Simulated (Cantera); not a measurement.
A Cantera script and what it prints.

```python
import numpy as np
import cantera as ct

gas_names = [...]  # 123 gases of nasa_gas.yaml made of C, H, O, Si
cond_names = """
    C(gr) C6H6(L) C7H8(L) C8H18(L),n-octa H2O(s) H2O(L) Si(cr) Si(L) SiC(b) SiO2(Lqz) SiO2(hqz) SiO2(L)
""".split()


# ... load() reads the species with a 1 bar reference pressure and builds the phases ...
atoms = {
    'SiC': {'Si': 1, 'C': 1},
    'O2': {'O': 2},
    'H2': {'H': 2},
}
top_T = {'C(gr)': 4500, 'SiC(b)': 3050}  # K; cautious upper limits of use, not melting points


# ... equilibrate(T, P, feed) seeds the gas with the atoms and calls Mixture.equilibrate('TP', solver="vcs", rtol=1e-11, max_steps=5000) ...
results = []
T = 1500  # K
P = 1.6  # Pa
for m in [39, 49, 60, 75, 93, 120, 140, 180, 220, 270, 340]:
    feed = {'SiC': 1, 'O2': 0.11, 'H2': m}  # mol
    mix = equilibrate(T, P, feed)
    results.append((T, P, feed, dict(zip(mix.species_names, mix.species_moles))))

top = {s: max(r[3][s] / sum(r[3][g] for g in gas_names) for r in results) for s in gas_names}
cols = sorted((s for s in top if top[s] > 0.001), key=lambda s: -top[s])[:8]
seen = [c for c in cond_names if any(r[3].get(c, 0) > 1e-12 for r in results)]
print("log10 of partial pressures in bar; condensed amounts in mol")
print(f"{'n(H2)':>10s}" + "".join(f"{s[:9]:>10s}" for s in cols + seen))
for T, P, feed, n in results:
    ng = sum(n[g] for g in gas_names)
    print(f"{feed['H2']:10.4g}" + "".join(f"{np.log10(max(n[s] / ng * P / 1e5, 1e-99)):10.3f}" for s in cols)
          + "".join(f"{n.get(c, 0):10.4g}" for c in seen))
```

Output:

```
log10 of partial pressures in bar; condensed amounts in mol
     n(H2)        H2         H        CO       SiO    SiC(b)
        39    -4.800    -7.155    -7.341    -7.357    0.8879
        49    -4.800    -7.154    -7.437    -7.458    0.8873
        60    -4.799    -7.154    -7.523    -7.548    0.8868
        75    -4.799    -7.154    -7.616    -7.648     0.886
        93    -4.799    -7.154    -7.706    -7.745    0.8851
       120    -4.799    -7.154    -7.811    -7.861    0.8837
       140    -4.799    -7.154    -7.875    -7.932    0.8827
       180    -4.798    -7.154    -7.977    -8.049    0.8808
       220    -4.798    -7.154    -8.057    -8.144     0.879
       270    -4.798    -7.154    -8.138    -8.243    0.8767
       340    -4.798    -7.153    -8.228    -8.356    0.8738
```

Equilibrium computed with Cantera from the NASA thermochemical tables; the gas is ideal and each condensed phase is pure.
